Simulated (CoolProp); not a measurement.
Nitrogen at 298.15 K and 0.16 MPa flows at 0.095 m/s in a round tube of 20 mm bore and 45 µm roughness, fully developed (64/Re and Nu = 3.66 if laminar; Colebrook and Gnielinski if turbulent). Each further row changes one setting.

The numbers come from the reference Helmholtz-energy equation of state, Span 2000 in CoolProp.

```csv
case,Reynolds number,Darcy friction factor,pressure drop (Pa/m),heat-transfer coefficient (W/(m² K)),mass flow (kg/h)
as stated,?,?,?,4.73,0.194
velocity 0.19 m/s,386,0.166,?,4.73,?
diameter 40 mm,386,0.166,?,?,0.777
```

Problem. Complete the blanks.

Solution. 
- as stated, Reynolds number: 193
- as stated, Darcy friction factor: 0.332
- as stated, pressure drop (Pa/m): 0.135
- velocity 0.19 m/s, pressure drop (Pa/m): 0.271
- velocity 0.19 m/s, mass flow (kg/h): 0.389
- diameter 40 mm, pressure drop (Pa/m): 0.0338
- diameter 40 mm, heat-transfer coefficient (W/(m² K)): 2.37

Viscosity comes from a separate model (Lemmon 2004). Thermal conductivity comes from a separate model (Lemmon 2004).
